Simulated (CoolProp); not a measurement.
Octamethylcyclotetrasiloxane (D4) along the isotherm 346.85 °C: fugacity coefficient from the reference equation and from simpler models built on Tc = 313.4 °C, pc = 1347 kPa, ω = 0.598; each cubic takes its own stable root.

Model: reference Helmholtz-energy equation of state, Thol 2015, in CoolProp.

```json
[
 {"p (kPa)": "211", "phase": "gas", "reference": "0.9559", "Soave-Redlich-Kwong": "0.9578", "Peng-Robinson": "0.9524"},
 {"p (kPa)": "421", "phase": "gas", "reference": "0.9128", "Soave-Redlich-Kwong": "0.9167", "Peng-Robinson": "0.9065"},
 {"p (kPa)": "632", "phase": "gas", "reference": "0.8702", "Soave-Redlich-Kwong": "0.8761", "Peng-Robinson": "0.8617"},
 {"p (kPa)": "842", "phase": "gas", "reference": "0.8285", "Soave-Redlich-Kwong": "0.8364", "Peng-Robinson": "0.8184"},
 {"p (kPa)": "1050", "phase": "gas", "reference": "0.7877", "Soave-Redlich-Kwong": "0.7976", "Peng-Robinson": "0.7765"},
 {"p (kPa)": "1260", "phase": "gas", "reference": "[?]", "Soave-Redlich-Kwong": "0.7588", "Peng-Robinson": "0.7353"},
 {"p (kPa)": "1470", "phase": "supercritical", "reference": "0.7069", "Soave-Redlich-Kwong": "0.7204", "Peng-Robinson": "0.6950"},
 {"p (kPa)": "1680", "phase": "supercritical", "reference": "0.6669", "Soave-Redlich-Kwong": "0.6822", "Peng-Robinson": "[?]"},
 {"p (kPa)": "1890", "phase": "supercritical", "reference": "0.6273", "Soave-Redlich-Kwong": "0.6445", "Peng-Robinson": "0.6170"},
 {"p (kPa)": "2110", "phase": "supercritical", "reference": "0.5873", "Soave-Redlich-Kwong": "0.6070", "Peng-Robinson": "0.5792"},
 {"p (kPa)": "2320", "phase": "supercritical", "reference": "0.5528", "Soave-Redlich-Kwong": "[?]", "Peng-Robinson": "0.5469"},
 {"p (kPa)": "2530", "phase": "supercritical", "reference": "0.5227", "Soave-Redlich-Kwong": "[?]", "Peng-Robinson": "0.5187"},
 {"p (kPa)": "2740", "phase": "supercritical", "reference": "0.4965", "Soave-Redlich-Kwong": "0.5221", "Peng-Robinson": "0.4940"},
 {"p (kPa)": "2950", "phase": "supercritical", "reference": "0.4738", "Soave-Redlich-Kwong": "0.5007", "Peng-Robinson": "[?]"},
 {"p (kPa)": "3160", "phase": "supercritical", "reference": "0.4540", "Soave-Redlich-Kwong": "0.4819", "Peng-Robinson": "0.4536"},
 {"p (kPa)": "3370", "phase": "supercritical", "reference": "0.4366", "Soave-Redlich-Kwong": "0.4655", "Peng-Robinson": "0.4370"}
]
```

Problem. Some entries are withheld; supply them.

Solution. 
- 1260, reference: 0.7471
- 1680, Peng-Robinson: 0.6554
- 2320, Soave-Redlich-Kwong: 0.5748
- 2530, Soave-Redlich-Kwong: 0.5466
- 2950, Peng-Robinson: 0.4725
